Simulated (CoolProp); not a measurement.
Properties of acetone along the isobar 2300 kPa.

Model: reference Helmholtz-energy equation of state, Lemmon 2006, in CoolProp. It is a short technical equation, of lower accuracy than the large ones.

```csv
T (K),phase,Z,expansivity (1/kK),fugacity coefficient
334.8,liquid,0.06439,1.580,0.05337
349.2,liquid,0.06320,1.677,0.08214
363.5,liquid,0.06223,1.793,0.1207
377.9,liquid,0.06149,1.938,0.1711
392.2,liquid,0.06099,2.118,0.2340
406.5,liquid,0.06075,2.350,0.3104
420.9,liquid,0.06082,2.666,0.4016
435.2,liquid,0.06129,3.115,0.5060
449.6,liquid,0.06234,3.831,0.6244
463.9,gas,0.6448,10.21,0.7400
478.3,gas,0.7051,6.957,0.7691
492.6,gas,0.7473,5.448,0.7931
507,gas,0.7799,4.546,0.8137
521.3,gas,0.8058,3.948,0.8313
535.7,gas,0.8273,3.513,0.8468
550,gas,0.8452,3.185,0.8603
```
